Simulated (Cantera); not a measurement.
Cantera run, input and output.

```python
import numpy as np
import cantera as ct

gas = ct.Solution("h2o2.yaml")
gas.TPX = 600, 11000, {'H2': 1, 'O2': 0.263, 'N2': 0.989}
flame = ct.FreeFlame(gas, width=0.19)
flame.set_refine_criteria(ratio=3, slope=0.08, curve=0.16)
flame.transport_model = "mixture-averaged"
flame.solve(loglevel=0, auto=True)
z, T = flame.grid, flame.T
thick = (T[-1] - T[0]) / np.gradient(T, z).max()
show = ['H2', 'O2', 'H2O2', 'H2O', 'O', 'HO2']
print(f"laminar burning velocity  {flame.velocity[0] * 100:.3f} cm/s")
print(f"burnt temperature         {T[-1]:.1f} K")
print(f"thermal thickness         {thick * 1e3:.4f} mm")
print(f"grid points               {len(z)}")
z0 = z[flame.heat_release_rate.argmax()]
print(f"{'z/mm':>9s}{'T/K':>9s}{'u/(m/s)':>9s}" + "".join(f"{s:>11s}" for s in show))
rows = []
for k in (-3, -2, -1.5, -1, -0.5, -0.25, 0, 0.25, 0.5, 1, 2, 4, 8):
    zz = z0 + k * thick
    rows.append([k * thick, np.interp(zz, z, T), np.interp(zz, z, flame.velocity),
                 *(np.interp(zz, z, flame.X[gas.species_index(s)]) for s in show)])
    print(f"{rows[-1][0] * 1e3:9.3f}{rows[-1][1]:9.1f}{rows[-1][2]:9.3f}" + "".join(f"{x:11.3e}" for x in rows[-1][3:]))
```

It prints:

```
laminar burning velocity  670.064 cm/s
burnt temperature         2280.7 K
thermal thickness         7.8543 mm
grid points               138
     z/mm      T/K  u/(m/s)         H2         O2       H2O2        H2O          O        HO2
  -23.563    600.0    6.701  4.440e-01  1.168e-01  1.158e-14 -1.102e-14  3.396e-16  3.424e-13
  -15.709    600.0    6.701  4.440e-01  1.168e-01  1.239e-14  1.944e-12  1.986e-13  8.543e-11
  -11.781    600.0    6.701  4.440e-01  1.168e-01  1.091e-13  1.311e-10  1.867e-11  5.359e-09
   -7.854    600.0    6.701  4.440e-01  1.168e-01  1.135e-10  4.557e-08  3.659e-09  6.425e-07
   -3.927    609.8    6.803  4.424e-01  1.166e-01  2.849e-07  6.582e-04  1.002e-05  3.494e-05
   -1.964    726.0    8.022  4.184e-01  1.128e-01  2.368e-07  1.130e-02  2.536e-04  2.350e-05
    0.000   1087.8   11.731  2.678e-01  6.290e-02  2.201e-07  1.149e-01  5.021e-03  9.043e-06
    1.964   1328.9   14.199  1.629e-01  6.486e-03  1.619e-07  2.247e-01  3.942e-03  9.168e-07
    3.927   1418.7   15.068  1.612e-01  2.316e-03  1.498e-07  2.342e-01  3.144e-03  2.988e-07
    7.854   1523.7   16.062  1.700e-01  1.946e-03  1.351e-07  2.359e-01  3.039e-03  2.230e-07
   15.709   1647.9   17.209  1.806e-01  1.635e-03  9.787e-08  2.383e-01  2.736e-03  1.679e-07
   31.417   1781.6   18.411  1.914e-01  1.236e-03  5.783e-08  2.416e-01  2.203e-03  1.188e-07
   62.835   1912.2   19.553  2.016e-01  8.353e-04  3.099e-08  2.457e-01  1.568e-03  8.124e-08
```

Cantera simulation using the H2/O2 subset of GRI-Mech 3.0, which has no nitrogen chemistry; the numbers are that mechanism's predictions, not measurements. Burning velocities carry a grid error of a few per cent, more on coarse grids.
